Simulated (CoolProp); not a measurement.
A single-stage vapour-compression cycle with the fluid: evaporating at 218.15 K (dew point), condensing at 274.15 K (bubble point), superheat 10 K, subcooling 5 K, compressor efficiency 0.9, no pressure losses. The same conditions are run with several fluids, on thermodynamics alone (safety and materials aside).

Model: reference Helmholtz-energy equation of state of each fluid (ammonia: Gao 2020; R22: Kamei 1995; C2F6 (R116): Lemmon 2006; R115: Lemmon 2016; carbonyl sulfide: Lemmon 2006; propylene: Lemmon 2013), in CoolProp.

```json
[
 {"fluid": "ammonia", "cooling COP": "2.66", "pressure ratio": "14.8", "discharge temperature (K)": "442.7", "refrigerating effect (kJ/kg)": "1220", "volumetric capacity (kJ/m³)": "334"},
 {"fluid": "R22", "cooling COP": "2.85", "pressure ratio": "10.4", "discharge temperature (K)": "340.6", "refrigerating effect (kJ/kg)": "191", "volumetric capacity (kJ/m³)": "441"},
 {"fluid": "C2F6 (R116)", "cooling COP": "2.17", "pressure ratio": "6.27", "discharge temperature (K)": "285.0", "refrigerating effect (kJ/kg)": "55.7", "volumetric capacity (kJ/m³)": "1330"},
 {"fluid": "R115", "cooling COP": "2.73", "pressure ratio": "9.65", "discharge temperature (K)": "___", "refrigerating effect (kJ/kg)": "88.5", "volumetric capacity (kJ/m³)": "___"},
 {"fluid": "carbonyl sulfide", "cooling COP": "2.82", "pressure ratio": "8.32", "discharge temperature (K)": "366.5", "refrigerating effect (kJ/kg)": "256", "volumetric capacity (kJ/m³)": "668"},
 {"fluid": "propylene", "cooling COP": "2.87", "pressure ratio": "8.42", "discharge temperature (K)": "318.7", "refrigerating effect (kJ/kg)": "344", "volumetric capacity (kJ/m³)": "___"}
]
```

**Question.** Some entries are withheld; supply them.

**Answer.** 
- R115, discharge temperature (K): 284.7
- R115, volumetric capacity (kJ/m³): 347
- propylene, volumetric capacity (kJ/m³): 559
